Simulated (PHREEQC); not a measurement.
Make-up at 25 °C: 0.036 mol HF and 4.7e-05 mol (CH3)4NF per kg of water. Closed to the air; pH follows from the charge balance.

Computed with PHREEQC (ion-association model, phreeqc.dat).

No solid was allowed to form.

Problem. Order these F species by the share of F that they hold, largest first: F-, HF2-, HF.

Solution. HF (84 %), F- (13 %), HF2- (3.0 %)

The pH is 2.32 and the ionic strength 0.00515 mol/kgw. Complexes and solids missing from the database can't appear. (CH3)4N+ isn't in the database: it is added as a free cation with an ion size of 4 Å.
